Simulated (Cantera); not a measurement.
Feed: 1 mol SiO₂, 4.6 mol CH₄, 6.8 mol N₂, at 2200 K and 76.0 Pa.

Method: chemical equilibrium by Gibbs-energy minimisation in Cantera with the NASA 1993 tables (ideal gas, pure condensed phases). Candidate condensed phases: C, C₆H₆, C₇H₈, C₈H₁₈, H₂O, Si, SiC, SiO₂, Si₂N₂O, Si₃N₄; 151 gas species. The tables' values for SiN are old estimates; treat these amounts as uncertain. Kinetics and transport are ignored.

Base state: H₂ 0.385, N₂ 0.330, H 0.127, CO 0.0978, Si 0.0403, HCN 0.0107, SiC₂ 0.00387, Si₂C 0.00183 (mole fractions); condensed: C(graphite).

### Question
What changes in the equilibrium state with this change: temperature from 2200 K to 2073.15 K?

### Answer
| species | before | after |
|---|---|---|
| H₂ | 0.385 | 0.453 |
| N₂ | 0.330 | 0.358 |
| CO | 0.0978 | 0.105 |
| H | 0.127 | 0.0642 |
| Si | 0.0403 | 0.00935 |
| HCN | 0.0107 | 0.00783 |
| SiC₂ | 0.00387 | 0.000537 |
| Si₂ | 5.36e-5 | 8.17e-6 |
| C₂H | 1.12e-5 | 1.87e-6 |
| C(graphite), mol | 2.15 | 1.64 |
| SiC(s), mol | 0 | 0.776 |
